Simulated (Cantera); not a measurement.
# SiF₄ + NH₃ (silicon nitride deposition)

A closed system holds: 1 mol SiF₄, a varied amount of NH₃, held at 977 °C and 0.0390 bar.

Method: chemical equilibrium by Gibbs-energy minimisation in Cantera with the NASA 1993 tables (ideal gas, pure condensed phases). Candidate condensed phases: Si, Si₃N₄; 37 gas species. The tables' values for SiF₃ are old estimates; treat these amounts as uncertain. Rates play no part.

| n(NH₃) (mol) | log p SiF₄ | log p H₂ | log p N₂ | log p HF | log p SiHF₃ | log p SiF₃ | log p SiH₂F₂ | n Si₃N₄(s) |
|---|---|---|---|---|---|---|---|---|
| 0.11 | -1.50 | -2.29 | -2.76 | -3.82 | -4.21 | -4.05 | -7.24 | 0 |
| 0.24 | -1.58 | -2.03 | -2.50 | -3.77 | -4.09 | -4.06 | -6.91 | 0 |
| 0.51 | -1.72 | -1.83 | -2.31 | -3.77 | -4.04 | -4.11 | -6.67 | 0 |
| 1.1 | -1.92 | -1.70 | -2.17 | -3.81 | -4.05 | -4.19 | -6.50 | 0 |
| 2.3 | -2.16 | -1.62 | -2.10 | -3.87 | -4.16 | -4.34 | -6.47 | 0.000198 |
| 5 | -2.46 | -1.58 | -2.05 | -3.92 | -4.37 | -4.56 | -6.59 | 0.00116 |
| 11 | -2.79 | -1.55 | -2.03 | -3.99 | -4.60 | -4.81 | -6.73 | 0.00306 |
| 23 | -3.10 | -1.54 | -2.02 | -4.06 | -4.84 | -5.05 | -6.89 | 0.00638 |
| 50 | -3.45 | -1.54 | -2.02 | -4.14 | -5.09 | -5.31 | -7.05 | 0.0127 |
log p: log10 of the partial pressure in bar; n: condensed amount in mol.

From 0.11 mol NH₃ to 1.1 mol NH₃ nothing is condensed. From 2.3 mol NH₃ to 50 mol NH₃ the condensed part is Si₃N₄(s). The main Si-bearing gas is SiF₄ throughout.
